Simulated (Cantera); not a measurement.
Input: 1 mol SiC, 0.011 mol N2O, 13 mol N2, at 0.310 Pa.

These are equilibrium values from Cantera (NASA tables, ideal gas, pure condensed phases), not measurements of a reactor. Candidate condensed phases: C, Si, SiC, SiO2, Si2N2O, Si3N4; 34 gas species. Mutual solubility and eutectic melting of coexisting phases are not modelled. The numbers say what is thermodynamically allowed, not how fast it happens.

### Question
Which condensed phases are stable at each of these points (T (°C)): 650, 750, 850, 950, 1050, 1150, 1250, 1350, 1450, 1550, 1650, 1750, 1850, 1950?

### Answer
```json
[
 {"T (°C)": "650", "condensed phases": "C(graphite) + Si2N2O(s) + Si3N4(s)", "Si condensed (%)": "100.0"},
 {"T (°C)": "750", "condensed phases": "C(graphite) + SiC(s) + Si2N2O(s)", "Si condensed (%)": "100.0"},
 {"T (°C)": "850", "condensed phases": "SiC(s) + Si2N2O(s)", "Si condensed (%)": "100.0"},
 {"T (°C)": "950", "condensed phases": "SiC(s) + Si2N2O(s)", "Si condensed (%)": "99.9"},
 {"T (°C)": "1050", "condensed phases": "SiC(s)", "Si condensed (%)": "99.4"},
 {"T (°C)": "1150", "condensed phases": "SiC(s)", "Si condensed (%)": "99.4"},
 {"T (°C)": "1250", "condensed phases": "SiC(s)", "Si condensed (%)": "99.1"},
 {"T (°C)": "1350", "condensed phases": "SiC(s)", "Si condensed (%)": "98.9"},
 {"T (°C)": "1450", "condensed phases": "C(graphite) + SiC(s)", "Si condensed (%)": "92.9"},
 {"T (°C)": "1550", "condensed phases": "C(graphite) + SiC(s)", "Si condensed (%)": "46.2"},
 {"T (°C)": "1650", "condensed phases": "C(graphite)", "Si condensed (%)": "0.0"},
 {"T (°C)": "1750", "condensed phases": "C(graphite)", "Si condensed (%)": "0.0"},
 {"T (°C)": "1850", "condensed phases": "C(graphite)", "Si condensed (%)": "0.0"},
 {"T (°C)": "1950", "condensed phases": "C(graphite)", "Si condensed (%)": "0.0"}
]
```

At 650 °C the condensed part is C(graphite) + Si2N2O(s) + Si3N4(s). At 750 °C the condensed part is C(graphite) + SiC(s) + Si2N2O(s). From 850 °C to 950 °C the condensed part is SiC(s) + Si2N2O(s). From 1050 °C to 1350 °C the condensed part is SiC(s). From 1450 °C to 1550 °C the condensed part is C(graphite) + SiC(s). From 1650 °C to 1950 °C the condensed part is C(graphite).
